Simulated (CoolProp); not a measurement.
Properties of n-dodecane at several states (Tc = 658.1 K, pc = 1818 kPa, ω = 0.574).

Computed with CoolProp (reference Helmholtz-energy equation of state, Lemmon 2004). It is a short technical equation, of lower accuracy than the large ones.

```csv
T (K),p (kPa),phase,cp (kJ/(kg K)),Joule-Thomson coefficient (K/MPa),isothermal compressibility (1/MPa),conductivity (mW/(m K))
411.1,919,liquid,2.637,-0.2952,0.002241,111
613.4,100,gas,___,___,10.31,36.9
421.7,91.7,liquid,___,___,0.002505,108
```

### Question
Fill in the missing entries.

### Answer

- 613.4, cp (kJ/(kg K)): 2.902
- 613.4, Joule-Thomson coefficient (K/MPa): 11.60
- 421.7, cp (kJ/(kg K)): 2.682
- 421.7, Joule-Thomson coefficient (K/MPa): -0.2751

Thermal conductivity comes from a separate model (Huber 2004).
